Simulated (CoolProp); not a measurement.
Computed with CoolProp (reference Helmholtz-energy equation of state, Smukala 2000).

Problem. Give the vapour pressure (MPa), liquid density (kg/m³), vapour density (kg/m³), enthalpy of vaporisation (kJ/kg) of saturated ethylene at 212.9, 245.8, 255.2 K.

Solution. 
```
T (K)  p (MPa)  liquid density (kg/m³)  vapour density (kg/m³)  enthalpy of vaporisation (kJ/kg)
-----  -------  ----------------------  ----------------------  --------------------------------
212.9    0.747                     499                    13.7                               407
245.8     2.08                     433                    39.5                               319
255.2     2.66                     408                    52.8                               284
```
